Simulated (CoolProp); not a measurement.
Values from CoolProp's reference Helmholtz-energy equation of state, Wu 2012.

Q: Give the vapour pressure (MPa), vapour density (kg/m³), surface tension (mN/m) of saturated fluoroethane (R161) at 33.55, 81.95 °C.

A: 
| T (°C) | p (MPa) | vapour density (kg/m³) | surface tension (mN/m) |
|---|---|---|---|
| 33.55 | 1.16 | 27.1 | 8.15 |
| 81.95 | 3.41 | 97.8 | 2.10 |

Surface tension comes from a separate correlation (Mulero 2012).
